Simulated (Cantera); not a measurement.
Feed: 1 mol AlN, 11 mol Cl2, equilibrated at 0.100 bar.

These are equilibrium values from Cantera (NASA tables, ideal gas, pure condensed phases), not measurements of a reactor. Candidate condensed phases: Al, AlCl3, AlN; 11 gas species. Rates play no part. All values below are at 1400 K.

Base state: Cl2 0.789, AlCl3 0.0873, Cl 0.0799, N2 0.0436 (mole fractions); condensed: gas only.

What changes in the equilibrium state with this change: pressure from 0.100 bar to 1.20 mbar?


| species | before | after |
|---|---|---|
| Cl | 0.0799 | 0.511 |
| Cl2 | 0.789 | 0.388 |
| AlCl3 | 0.0873 | 0.0677 |
| N2 | 0.0436 | 0.0338 |

What changes in the equilibrium state with this change: pressure from 0.100 bar to 0.220 bar?


```csv
species,before,after
Cl2,0.789,0.813
AlCl3,0.0873,0.0884
Cl,0.0799,0.0546
N2,0.0436,0.0442
```
